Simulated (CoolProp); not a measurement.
Properties of water along the isobar 28.4 MPa (Tc = 647.1 K, pc = 22.06 MPa, ω = 0.344).

Computed with CoolProp (reference Helmholtz-energy equation of state, Wagner 2002).

```tsv
T (K)	phase	cp (kJ/(kg K))	cv (kJ/(kg K))	Joule-Thomson coefficient (K/MPa)	Prandtl number
353.5	liquid	4.140	3.821	-0.1922	2.19
384.6	liquid	4.167	3.672	-0.1764	1.55
415.7	liquid	4.212	3.530	-0.1581	1.20
446.7	liquid	4.280	3.401	-0.1354	1.01
477.8	liquid	4.381	3.285	-0.1058	0.890
508.9	liquid	4.526	3.184	-0.06546	0.826
539.9	liquid	4.741	3.096	-0.007744	0.801
571	liquid	5.082	3.025	0.08172	0.812
602	liquid	5.701	2.977	0.2370	0.875
633.1	liquid	7.261	2.985	0.5794	1.08
664.2	supercritical	22.71	3.349	2.177	2.99
695.2	supercritical	9.984	2.973	4.354	1.96
```

The peak of cp marks the crossing from liquid-like to gas-like fluid above the critical point.

Viscosity comes from a separate model (Huber 2009). Thermal conductivity comes from a separate model (Huber 2012).
